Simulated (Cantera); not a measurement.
A Cantera script and its output.

```python
import numpy as np
import cantera as ct

surf = ct.Interface("ptcombust.yaml", "Pt_surf")
gas = surf.adjacent["gas"]
gas.TPX = 300, 14000, {'CH4': 0.047, 'O2': 0.067, 'N2': 0.79}
jet = ct.ImpingingJet(gas=gas, width=0.092, surface=surf)
jet.inlet.mdot, jet.inlet.T, jet.inlet.X = 0.021, 300, {'CH4': 0.047, 'O2': 0.067, 'N2': 0.79}
jet.set_refine_criteria(ratio=10, slope=0.2, curve=0.3)
show, cover = ['CH4', 'O2', 'H2O', 'OH', 'CO', 'CO2'], ["PT(S)", "H(S)", "O(S)", "OH(S)", "CO(S)", "C(S)"]

rows = []
print(f"{'Ts/K':>7s}" + "".join(f"{s:>11s}" for s in show + cover) + "   (gas at the wall, coverages)")
for i, Ts in enumerate([900, 950, 1000, 1050, 1100]):
    jet.surface.T = Ts
    if i == 0:
        surf.TP = Ts, 14000
        surf.coverages = "PT(S):0.5, O(S):0.5"
        surf.advance_coverages(1.0)
        jet.set_initial_guess(products="inlet")
    jet.solve(loglevel=0, auto=(i == 0))
    rows.append([*(jet.X[gas.species_index(s), -1] for s in show), *surf[cover].coverages])
    print(f"{Ts:7g}" + "".join(f"{x:11.3e}" for x in rows[-1]))
```

It prints:

```
   Ts/K        CH4         O2        H2O         OH         CO        CO2      PT(S)       H(S)       O(S)      OH(S)      CO(S)       C(S)   (gas at the wall, coverages)
    900  5.262e-03  1.817e-03  8.220e-02  1.602e-11  4.858e-02  3.273e-04  4.021e-01  1.212e-03  2.396e-07  1.845e-06  3.712e-01  2.254e-01
    950  2.572e-03  9.689e-04  8.054e-02  5.752e-11  5.096e-02  7.998e-04  5.708e-01  1.916e-03  3.316e-07  2.351e-06  3.158e-01  1.115e-01
   1000  1.498e-03  6.144e-04  7.834e-02  2.461e-10  5.021e-02  2.962e-03  7.390e-01  2.071e-03  8.743e-07  3.740e-06  2.297e-01  2.926e-02
   1050  1.120e-03  4.874e-04  7.487e-02  8.925e-10  4.694e-02  7.221e-03  8.528e-01  2.068e-03  1.984e-06  5.063e-06  1.360e-01  9.129e-03
   1100  9.677e-04  4.392e-04  7.054e-02  2.779e-09  4.232e-02  1.277e-02  9.217e-01  2.002e-03  3.812e-06  6.098e-06  7.280e-02  3.460e-03
```

Detailed kinetics in Cantera: Deutschmann's 1995 Pt surface mechanism with GRI-Mech 3.0 gas chemistry. Catalytic surfaces can have several steady states; this one follows from the mechanism file's or the stated starting coverage.
